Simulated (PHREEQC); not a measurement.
Make-up at 20 °C: 0.21 mol KH2PO4 and 0.0052 mol K2HPO4 per kg of water. Closed to the air; pH follows from the charge balance.

Equilibrium calculation in PHREEQC: ion-association model, wateq4f.dat.

This is a speciation only: nothing precipitates in the calculation.

### Question
Estimate the pH, ionic strength.

### Answer
pH 5.17; ionic strength 0.225 mol/kgw.

### Question
In which forms is P present?

### Answer
H2PO4- 97 %, HPO4-2 2.2 % of the P.

H3PO4, which wateq4f.dat lacks, is added to it with the constant of phreeqc.dat.
